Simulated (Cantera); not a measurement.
Input (Python, Cantera):

```python
import numpy as np
import cantera as ct

gas = ct.Solution("gri30.yaml")
gas.TPX = 1473, 140000, {'CH2O': 0.003, 'O2': 0.025, 'N2': 1}
reactor = ct.IdealGasConstPressureReactor(gas, energy="off", clone=False)
net = ct.ReactorNet([reactor])
net.rtol, net.atol = 1e-08, 1e-18
show = ['CH2O', 'O2', 'H', 'C2H4', 'NO2', 'H2O']
times = np.geomspace(5e-06, 20, 11)

steps = ct.SolutionArray(gas, extra=["t"])
rows = []
print(f"{'t/s':>10s}{'T/K':>9s}{'P/Pa':>11s}" + "".join(f"{s:>11s}" for s in show))
for t in times:
    while net.time < t:
        t_next = net.step()
        steps.append(gas.state, t=t_next)
    rows.append([np.interp(t, steps.t, y) for y in (steps.T, steps.P, *steps(*show).X.T)])
    print(f"{t:10.3e}{rows[-1][0]:9.1f}{rows[-1][1]:11.4g}" + "".join(f"{x:11.3e}" for x in rows[-1][2:]))
rate = np.gradient(steps.T, steps.t)
print("integrator steps:", len(steps.t))
if steps.T.max() > steps.T[0] + 200:
    print(f"time of steepest temperature rise: {steps.t[rate.argmax()]:.4e} s")
gas.TPX = 1473, 140000, {'CH2O': 0.003, 'O2': 0.025, 'N2': 1}
gas.equilibrate("TP")
print(f"equilibrium (TP): T = {gas.T:.1f} K  " + "  ".join(f"{s} {gas[s].X[0]:.3e}" for s in show))
```

It prints:

```
       t/s      T/K       P/Pa       CH2O         O2          H       C2H4        NO2        H2O
 5.000e-06   1473.0    1.4e+05  2.917e-03  2.432e-02  1.333e-07  1.593e-25  1.936e-20  5.867e-08
 2.287e-05   1473.0    1.4e+05  2.909e-03  2.431e-02  3.969e-07  1.237e-22  2.050e-17  1.762e-06
 1.046e-04   1473.0    1.4e+05  2.661e-03  2.419e-02  4.456e-06  7.172e-18  3.871e-14  9.462e-05
 4.782e-04   1473.0    1.4e+05  1.249e-12  2.223e-02  1.362e-04  1.006e-20  7.470e-11  2.654e-03
 2.187e-03   1473.0    1.4e+05  4.033e-14  2.158e-02  3.155e-05  1.088e-27  1.472e-09  2.811e-03
 1.000e-02   1473.0    1.4e+05  1.152e-16  2.141e-02  1.149e-06  9.023e-32  5.223e-09  2.892e-03
 4.573e-02   1473.0    1.4e+05  2.940e-19  2.140e-02  2.903e-08 -3.488e-32  4.633e-09  2.911e-03
 2.091e-01   1473.0    1.4e+05  2.135e-19  2.140e-02  2.240e-09  3.736e-29  2.143e-09  2.915e-03
 9.564e-01   1473.0    1.4e+05  7.559e-22  2.140e-02  1.604e-09  3.441e-34  1.946e-09  2.916e-03
 4.373e+00   1473.0    1.4e+05  7.570e-22  2.140e-02  1.604e-09 -1.328e-39  2.005e-09  2.916e-03
 2.000e+01   1473.0    1.4e+05  7.570e-22  2.140e-02  1.604e-09 -2.349e-42  2.277e-09  2.916e-03
integrator steps: 1734
equilibrium (TP): T = 1473.0 K  CH2O 7.639e-22  O2 2.121e-02  H 1.608e-09  C2H4 2.518e-51  NO2 8.285e-07  H2O 2.916e-03
```

Detailed kinetics in Cantera: GRI-Mech 3.0 (53 species, 325 reactions).
